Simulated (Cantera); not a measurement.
## Equilibrium for carbothermic reduction: TiO2 + C + H2

Feed: 1 mol TiO2, 1.8 mol C, 1.1 mol H2, at 1 atm.

These are equilibrium values from Cantera (NASA tables, ideal gas, pure condensed phases), not measurements of a reactor. Candidate condensed phases: C, C6H6, C7H8, C8H18, H2O, Ti, TiC, TiO, TiO2, Ti2O3, Ti3O5, Ti4O7; 113 gas species. Mutual solubility and eutectic melting of coexisting phases are not modelled. TiC, TiO: taken at fixed stoichiometry. Condensed phases not in the tables: solid solutions among these carbides, nitrides and lower oxides. Equilibrium is a limit: real reactors are often held back by kinetics, nucleation or transport.

```json
[
 {"T (K)": "2025", "log p CO": "-0.26", "log p H2": "-0.33", "log p H": "-2.88", "log p TiO": "-6.17", "log p H2O": "-3.39", "log p Ti": "-7.73", "n TiC(s)": "0.520", "n Ti2O3(s)": "0.240", "n Ti2O3(l)": "0", "n TiO(l)": "0"},
 {"T (K)": "2100", "log p CO": "-0.26", "log p H2": "-0.33", "log p H": "-2.67", "log p TiO": "-5.59", "log p H2O": "-3.38", "log p Ti": "-7.00", "n TiC(s)": "0.520", "n Ti2O3(s)": "0.240", "n Ti2O3(l)": "0", "n TiO(l)": "0"},
 {"T (K)": "2175", "log p CO": "-0.26", "log p H2": "-0.33", "log p H": "-2.48", "log p TiO": "-5.07", "log p H2O": "-3.38", "log p Ti": "-6.34", "n TiC(s)": "0.520", "n Ti2O3(s)": "0", "n Ti2O3(l)": "0.240", "n TiO(l)": "0"},
 {"T (K)": "2250", "log p CO": "-0.25", "log p H2": "-0.35", "log p H": "-2.31", "log p TiO": "-4.67", "log p H2O": "-3.43", "log p Ti": "-5.77", "n TiC(s)": "0.401", "n Ti2O3(s)": "0", "n Ti2O3(l)": "0", "n TiO(l)": "0.599"},
 {"T (K)": "2325", "log p CO": "-0.25", "log p H2": "-0.36", "log p H": "-2.14", "log p TiO": "-4.29", "log p H2O": "-3.47", "log p Ti": "-5.23", "n TiC(s)": "0.401", "n Ti2O3(s)": "0", "n Ti2O3(l)": "0", "n TiO(l)": "0.599"},
 {"T (K)": "2400", "log p CO": "-0.25", "log p H2": "-0.36", "log p H": "-1.98", "log p TiO": "-3.94", "log p H2O": "-3.50", "log p Ti": "-4.72", "n TiC(s)": "0.400", "n Ti2O3(s)": "0", "n Ti2O3(l)": "0", "n TiO(l)": "0.599"},
 {"T (K)": "2475", "log p CO": "-0.25", "log p H2": "-0.36", "log p H": "-1.83", "log p TiO": "-3.61", "log p H2O": "-3.54", "log p Ti": "-4.24", "n TiC(s)": "0.400", "n Ti2O3(s)": "0", "n Ti2O3(l)": "0", "n TiO(l)": "0.599"},
 {"T (K)": "2550", "log p CO": "-0.25", "log p H2": "-0.37", "log p H": "-1.69", "log p TiO": "-3.30", "log p H2O": "-3.58", "log p Ti": "-3.80", "n TiC(s)": "0.400", "n Ti2O3(s)": "0", "n Ti2O3(l)": "0", "n TiO(l)": "0.598"}
]
```
log p: log10 of the partial pressure in bar; n: condensed amount in mol.

From 2025 K to 2100 K the condensed part is TiC(s) + Ti2O3(s). At 2175 K the condensed part is TiC(s) + Ti2O3(l). From 2250 K to 2550 K the condensed part is TiC(s) + TiO(l). The main Ti-bearing gas is TiO throughout.
